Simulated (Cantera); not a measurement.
# Tantalum, niobium, vanadium and zirconium in process gases: Ta + CO2 + H2

A closed system holds: 1 mol Ta, 4.2 mol CO2, a varied amount of H2, at 1800 K and 825 Torr.

These are equilibrium values from Cantera (NASA tables, ideal gas, pure condensed phases), not measurements of a reactor. Candidate condensed phases: C, C6H6, C7H8, C8H18, H2O, Ta, TaC, Ta2O5; 113 gas species. Kinetics and transport are ignored.

From 36 mol H2 to 310 mol H2 the condensed part is Ta2O5(s).

```json
[
 {"n(H2) (mol)": "36", "x H2": "0.854", "x CO": "0.103", "x H2O": "0.0410", "x CO2": "0.00130", "x H": "0.000316", "x OH": "1.00e-6", "x CH4": "4.16e-7", "x HCHO (formaldehyde)": "4.06e-8", "n Ta2O5(s)": "0.500"},
 {"n(H2) (mol)": "44", "x H2": "0.878", "x CO": "0.0862", "x H2O": "0.0344", "x CO2": "0.000884", "x H": "0.000320", "x OH": "8.27e-7", "x CH4": "4.51e-7", "x HCHO (formaldehyde)": "3.49e-8", "n Ta2O5(s)": "0.500"},
 {"n(H2) (mol)": "55", "x H2": "0.901", "x CO": "0.0704", "x H2O": "0.0281", "x CO2": "0.000575", "x H": "0.000324", "x OH": "6.68e-7", "x CH4": "4.85e-7", "x HCHO (formaldehyde)": "2.92e-8", "n Ta2O5(s)": "0.500"},
 {"n(H2) (mol)": "68", "x H2": "0.918", "x CO": "0.0578", "x H2O": "0.0232", "x CO2": "0.000381", "x H": "0.000327", "x OH": "5.45e-7", "x CH4": "5.13e-7", "x HCHO (formaldehyde)": "2.44e-8", "n Ta2O5(s)": "0.500"},
 {"n(H2) (mol)": "85", "x H2": "0.934", "x CO": "0.0468", "x H2O": "0.0188", "x CO2": "0.000247", "x H": "0.000330", "x OH": "4.39e-7", "x CH4": "5.38e-7", "x HCHO (formaldehyde)": "2.01e-8", "n Ta2O5(s)": "0.500"},
 {"n(H2) (mol)": "110", "x H2": "0.948", "x CO": "0.0366", "x H2O": "0.0147", "x CO2": "0.000149", "x H": "0.000332", "x OH": "3.41e-7", "x CH4": "5.62e-7", "x HCHO (formaldehyde)": "1.60e-8", "n Ta2O5(s)": "0.500"},
 {"n(H2) (mol)": "130", "x H2": "0.956", "x CO": "0.0312", "x H2O": "0.0126", "x CO2": "0.000107", "x H": "0.000334", "x OH": "2.90e-7", "x CH4": "5.76e-7", "x HCHO (formaldehyde)": "1.37e-8", "n Ta2O5(s)": "0.500"},
 {"n(H2) (mol)": "160", "x H2": "0.964", "x CO": "0.0255", "x H2O": "0.0103", "x CO2": "7.12e-5", "x H": "0.000335", "x OH": "2.36e-7", "x CH4": "5.90e-7", "x HCHO (formaldehyde)": "1.13e-8", "n Ta2O5(s)": "0.500"},
 {"n(H2) (mol)": "200", "x H2": "0.971", "x CO": "0.0205", "x H2O": "0.00828", "x CO2": "4.58e-5", "x H": "0.000336", "x OH": "1.89e-7", "x CH4": "6.02e-7", "x HCHO (formaldehyde)": "9.18e-9", "n Ta2O5(s)": "0.500"},
 {"n(H2) (mol)": "250", "x H2": "0.976", "x CO": "0.0165", "x H2O": "0.00666", "x CO2": "2.94e-5", "x H": "0.000337", "x OH": "1.52e-7", "x CH4": "6.12e-7", "x HCHO (formaldehyde)": "7.42e-9", "n Ta2O5(s)": "0.500"},
 {"n(H2) (mol)": "310", "x H2": "0.981", "x CO": "0.0133", "x H2O": "0.00539", "x CO2": "1.92e-5", "x H": "0.000338", "x OH": "1.23e-7", "x CH4": "6.20e-7", "x HCHO (formaldehyde)": "6.03e-9", "n Ta2O5(s)": "0.500"}
]
```
x: gas mole fraction; n: condensed amount in mol.
